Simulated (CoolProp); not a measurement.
Model: reference Helmholtz-energy equation of state, Lemmon 2006, in CoolProp. It is a short technical equation, of lower accuracy than the large ones.

Task: Give the vapour pressure (kPa), liquid density (kg/m³), vapour density (kg/m³) of saturated toluene at 124.95 °C.

Result: 
```
T (°C)  p (kPa)  liquid density (kg/m³)  vapour density (kg/m³)
------  -------  ----------------------  ----------------------
124.95      150                     764                    4.40
```
